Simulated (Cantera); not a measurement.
A Cantera script and what it prints.

```python
import numpy as np
import cantera as ct

gas_names = """
    NO N VO2
""".split()
cond_names = """
    VO(s) VO(L)
""".split()


# ... load() reads the species with a 1 bar reference pressure and builds the phases ...
species = {s.name: s for s in load("nasa_gas.yaml", gas_names) + load("nasa_condensed.yaml", cond_names)}
# Each term lists the table entries of one substance; the one whose range holds T is used.
reactions = {
    'NO(g) + VO = N(g) + VO2(g)':
        [(-1, ['NO']), (-1, ['VO(s)', 'VO(L)']), (1, ['N']), (1, ['VO2'])],
}


def pick(names, T):
    return next(species[n] for n in names if species[n].thermo.min_temp <= T <= species[n].thermo.max_temp)


results = []
for label, terms in reactions.items():
    print(label)
    print("     T/K   dH/kJ  dS/(J/K)   dG/kJ   log10 K")
    for T in [2575, 2600, 2625, 2650, 2675, 2700, 2725, 2750, 2775, 2800]:
        used = [(nu, pick(names, T)) for nu, names in terms]
        dH = sum(nu * s.thermo.h(T) for nu, s in used) / 1e6
        dS = sum(nu * s.thermo.s(T) for nu, s in used) / 1e3
        dG = dH - T * dS / 1e3
        logK = -dG * 1e6 / (ct.gas_constant * T * np.log(10))
        results.append((label, T, dH, dS, dG, logK, [s.name for _, s in used]))
        print(f"{T:8g} {dH:8.1f} {dS:8.1f} {dG:8.1f} {logK:8.2f}")
```

Output:

```
NO(g) + VO = N(g) + VO2(g)
     T/K   dH/kJ  dS/(J/K)   dG/kJ   log10 K
    2575    477.6    104.0    209.9    -4.26
    2600    477.1    103.8    207.3    -4.16
    2625    476.6    103.6    204.7    -4.07
    2650    476.0    103.4    202.1    -3.98
    2675    475.5    103.2    199.6    -3.90
    2700    475.0    103.0    197.0    -3.81
    2725    474.4    102.8    194.4    -3.73
    2750    473.9    102.6    191.8    -3.64
    2775    473.3    102.4    189.3    -3.56
    2800    472.8    102.2    186.7    -3.48
```

Source: NASA polynomial tables (part measured, part estimated), evaluated in Cantera. VO: taken at fixed stoichiometry. Condensed species are held in their standard states even where they would react or evaporate.
